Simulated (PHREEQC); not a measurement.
# Acid mine or pickling water (model solution)

Synthetic water in mg/L, 95 °C, pH 3.82, pe 9.3: Na 1960; K 301; Ca 6.5; Mg 157; Cl 334; S(6) as SO4 4700; Li 4.58; Al 46.3; O(0) (dissolved oxygen) 0.628.

Valence states are taken as typed.

Model: ion-association model, phreeqc.dat, run in PHREEQC.

This is a speciation only: nothing precipitates in the calculation.

Question: What ionic strength, charge-balance error, specific conductance does the model give?

Answer: ionic strength 0.126 mol/kgw; charge-balance error 3.2 %; specific conductance 24000 µS/cm.

Question: In which forms is Al present?

Answer: AlSO4+ 56 %, Al(SO4)2- 23 %, Al(OH)2+ 8.9 %, AlOH+2 6.9 %, Al+3 4.9 % of the Al.

Saturation is exceeded, for instance for Gibbsite (slow to form); the values hold only as long as no solid forms. Species that the database lacks are ignored. Away from 25 °C the constants follow the database's enthalpies or fits; those with neither stay at their 25 °C values.
